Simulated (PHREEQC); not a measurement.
Consider water at 25 °C with 0.014 mol KOH, 3.2e-05 mol H3BO3 and 0.05 mol (CH3)4NCl per kg of water. Closed to the air; pH follows from the charge balance.

Computed with PHREEQC (ion-association model, wateq4f.dat).

```csv
quantity,before,after
pH,12.05,4.26
ionic strength (mol/kgw),0.0640,0.0944
H3BO3 (mol/kgw),3.85e-8,3.20e-5
```

Question: What was changed between the two runs?
A) H3BO3 from 3.2e-05 to 3.52e-05 mol/kgw
B) KOH replaced by KHSO4 at the same molality
C) (CH3)4NCl from 0.05 to 0.01 mol/kgw
D) 0.0093 mol/kgw FeCl3 added
E) KOH left out

Answer: D, 0.0093 mol/kgw FeCl3 added

Precipitation was switched off in this run. Some of these states are supersaturated (in Fe(OH)3(a), Hematite (slow to form), for instance). (CH3)4N+ isn't in the database: it is added as a free cation with an ion size of 4 Å.
